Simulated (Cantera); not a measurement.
An isothermal, constant-pressure homogeneous reactor starts with 0.185 % CO, 0.0788 % O2, 0.0811 % H2O, 99.7 % N2, at 1398 K and 1730 Torr.

Model: GRI-Mech 3.0 (53 species, 325 reactions), integrated in Cantera.

One state of this run: x CO = 0.000229; x O2 = 4.94e-10; x H2O = 0.000762; x H2O2 = <1e-12; x OH = 2.18e-8; x H = 7.21e-8; x NO = 8.72e-7. x: mole fraction; the columns are a selection and need not sum to one.

### Question
Which value of t (s) does it belong to?
A. 5.40
B. 3.00e-6
C. 0.394
D. 0.106

### Answer
A, 5.40
